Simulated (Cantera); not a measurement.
Cantera run:

```python
import numpy as np
import cantera as ct

gas_names = [...]  # 95 gases of nasa_gas.yaml made of C, F, H
cond_names = """
    C(gr) C6H6(L) C7H8(L) C8H18(L),n-octa
""".split()


# ... load() reads the species with a 1 bar reference pressure and builds the phases ...
atoms = {
    'CF4': {'C': 1, 'F': 4},
    'H2': {'H': 2},
}
top_T = {'C(gr)': 4500}  # K; cautious upper limits of use, not melting points


# ... equilibrate(T, P, feed) seeds the gas with the atoms and calls Mixture.equilibrate('TP', solver="vcs", rtol=1e-11, max_steps=5000) ...
results = []
T = 923.15  # K
P = 3  # Pa
for m in [1.1, 2.2, 3.2, 4.3, 5.4, 6.4, 7.5, 8.6, 9.6, 11, 12]:
    feed = {'CF4': 1, 'H2': m}  # mol
    mix = equilibrate(T, P, feed)
    results.append((T, P, feed, dict(zip(mix.species_names, mix.species_moles))))

top = {s: max(r[3][s] / sum(r[3][g] for g in gas_names) for r in results) for s in gas_names}
cols = sorted((s for s in top if top[s] > 1e-06), key=lambda s: -top[s])[:9]
seen = [c for c in cond_names if any(r[3].get(c, 0) > 1e-12 for r in results)]
print("log10 of partial pressures in bar; condensed amounts in mol")
print(f"{'n(H2)':>10s}" + "".join(f"{s[:9]:>10s}" for s in cols + seen))
for T, P, feed, n in results:
    ng = sum(n[g] for g in gas_names)
    print(f"{feed['H2']:10.4g}" + "".join(f"{np.log10(max(n[s] / ng * P / 1e5, 1e-99)):10.3f}" for s in cols)
          + "".join(f"{n.get(c, 0):10.4g}" for c in seen))
```

Result:

```
log10 of partial pressures in bar; condensed amounts in mol
     n(H2)        HF        H2       CF4       CH4     C(gr)
       1.1    -4.604   -15.602    -5.293   -31.838      0.55
       2.2    -4.544    -5.845   -24.568   -12.324         1
       3.2    -4.637    -5.160   -26.310   -10.954         1
       4.3    -4.720    -4.960   -27.041   -10.555         1
       5.4    -4.790    -4.861   -27.521   -10.355         1
       6.4    -4.845    -4.804   -27.855   -10.242         1
       7.5    -4.899    -4.760   -28.155   -10.155         1
       8.6    -4.946    -4.729   -28.409   -10.091         1
       9.6    -4.985    -4.707   -28.610   -10.047         1
        11    -5.035    -4.683   -28.856    -9.999         1
        12    -5.067    -4.669   -29.011    -9.972         1
```

These are equilibrium values from Cantera (NASA tables, ideal gas, pure condensed phases), not measurements of a reactor. Gases not in the tables: C2F6 and larger saturated fluorocarbons.
